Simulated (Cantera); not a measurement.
Mixture: CH₄ : C₂H₆ : C₃H₈ : O₂ : N₂ = 1 : 0.062 : 0.042 : 1.28 : 4.8 (molar parts), equivalence ratio 1.9, at 4.20 bar, adiabatic and at constant volume. Ignition delay is the time to a rise of 400 K.

Computed with Cantera and GRI-Mech 3.0 (53 species, 325 reactions).

Q: What does this change do: pressure from 4.20 bar to 10.0 bar?

A: 
```tsv
quantity	before	after
delay at 1198 K	3.29 ms	1.48 ms
delay at 1248 K	1.74 ms	0.829 ms
delay at 1298 K	0.924 ms	0.466 ms
delay at 1348 K	0.502 ms	0.264 ms
delay at 1398 K	0.281 ms	0.152 ms
delay at 1448 K	0.163 ms	90.1 µs
delay at 1498 K	98.7 µs	55.0 µs
apparent activation energy between 1398 and 1498 K	180 kJ/mol	180 kJ/mol
```

Q: What does this change do: 0.3 parts H2O added?

A: 
| quantity | before | after |
|---|---|---|
| delay at 1198 K | 3.29 ms | 3.42 ms |
| delay at 1248 K | 1.74 ms | 1.83 ms |
| delay at 1298 K | 0.924 ms | 0.989 ms |
| delay at 1348 K | 0.502 ms | 0.544 ms |
| delay at 1398 K | 0.281 ms | 0.307 ms |
| delay at 1448 K | 0.163 ms | 0.180 ms |
| delay at 1498 K | 98.7 µs | 0.109 ms |
| apparent activation energy between 1398 and 1498 K | 180 kJ/mol | 180 kJ/mol |

Q: What does this change do: CH4 1 to 0.63 parts?

A: 
```tsv
quantity	before	after
delay at 1198 K	3.29 ms	1.97 ms
delay at 1248 K	1.74 ms	1.05 ms
delay at 1298 K	0.924 ms	0.569 ms
delay at 1348 K	0.502 ms	0.316 ms
delay at 1398 K	0.281 ms	0.180 ms
delay at 1448 K	0.163 ms	0.107 ms
delay at 1498 K	98.7 µs	65.8 µs
apparent activation energy between 1398 and 1498 K	180 kJ/mol	180 kJ/mol
```
